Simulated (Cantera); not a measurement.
A closed system holds: 1 mol HgO, 1.7 mol H2, held at 0.133 bar.

Method: chemical equilibrium by Gibbs-energy minimisation in Cantera with the NASA 1993 tables (ideal gas, pure condensed phases). Candidate condensed phases: H2O, Hg, HgO; 10 gas species. Rates play no part. All values below are at 977 °C.

Base state: H2O 0.370, Hg 0.370, H2 0.259 (mole fractions); condensed: gas only.

Q: What changes in the equilibrium state with this change: H2 from 1.7 to 0.44 mol?

A: 
| species | before | after |
|---|---|---|
| Hg | 0.370 | 0.581 |
| H2O | 0.370 | 0.256 |
| O2 | <1e-9 | 0.163 |
| H2 | 0.259 | 5.99e-8 |
| OH | 9.93e-9 | 1.43e-5 |
